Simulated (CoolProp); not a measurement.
A closed Brayton cycle with nitrogen: compressor inlet 331.15 K and 3.4 MPa, high pressure 8.24 MPa, turbine inlet 640 K, compressor efficiency 0.89, turbine efficiency 0.93, recuperator effectiveness 0.95 (on enthalpy, no pinch check). Each further row changes one setting.

Model: reference Helmholtz-energy equation of state, Span 2000, in CoolProp.

| case | thermal efficiency (%) | net work (kJ/kg) | compressor to turbine work | compressor exit (K) | turbine exit (K) |
|---|---|---|---|---|---|
| as stated | 19.3 | 28.7 | 0.80 | 439.2 | 509.6 |
| turbine inlet 590 K | 12.9 | 17.4 | 0.87 | 439.2 | 468.7 |
| compressor inlet 341.15 K | 17.0 | 25.1 | 0.82 | 452.3 | 509.6 |
| high pressure 7 MPa | 22.3 | 28.2 | 0.76 | 417.2 | 531.5 |
| recuperator effectiveness 0.5 | 15.7 | 28.7 | 0.80 | 439.2 | 509.6 |
